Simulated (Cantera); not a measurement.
Pyrogenic steam for wet oxidation

An isothermal, constant-pressure homogeneous reactor starts with 2.01 % H2, 5.16 % O2, 92.8 % N2, equivalence ratio 0.20, at 1400 K and 100.0 Torr.

Cantera simulation using the H2/O2 subset of GRI-Mech 3.0, which has no nitrogen chemistry; the numbers are that mechanism's predictions, not measurements.

```csv
t (s),x H2,x O2,x HO2,x OH,x H,x H2O2,x H2O
7.00e-5,0.0201,0.0516,1.70e-8,8.18e-9,2.30e-8,3.63e-11,1.62e-8
0.000155,0.0201,0.0516,3.87e-8,6.80e-8,1.70e-7,1.46e-10,2.21e-7
0.000345,0.0201,0.0516,1.79e-7,4.26e-6,1.05e-5,7.13e-10,1.60e-5
0.000765,0.00382,0.0421,1.50e-6,0.00190,0.00657,1.34e-7,0.0121
0.00170,0.00121,0.0400,1.40e-6,0.00149,0.00568,9.28e-8,0.0153
0.00377,0.000981,0.0404,1.37e-6,0.00134,0.00383,9.27e-8,0.0166
0.00837,0.000608,0.0409,1.28e-6,0.00106,0.00171,8.44e-8,0.0183
0.0186,0.000241,0.0414,1.00e-6,0.000668,0.000401,5.89e-8,0.0195
0.0412,6.11e-5,0.0418,5.25e-7,0.000337,4.99e-5,2.75e-8,0.0201
0.0915,1.34e-5,0.0419,1.78e-7,0.000158,5.13e-6,9.71e-9,0.0202
0.203,3.39e-6,0.0419,5.42e-8,7.99e-5,6.56e-7,3.26e-9,0.0203
0.451,1.05e-6,0.0419,1.93e-8,4.46e-5,1.14e-7,1.18e-9,0.0203
1.00,3.89e-7,0.0419,9.72e-9,2.73e-5,2.60e-8,4.81e-10,0.0203
```
x: mole fraction; the columns are a selection and need not sum to one.

Equilibrium at this temperature and pressure: H2 1.24e-7, O2 0.0419, HO2 7.35e-9, OH 1.54e-5, H 4.71e-9, H2O2 1.70e-10, H2O 0.0203 (gas phase only).
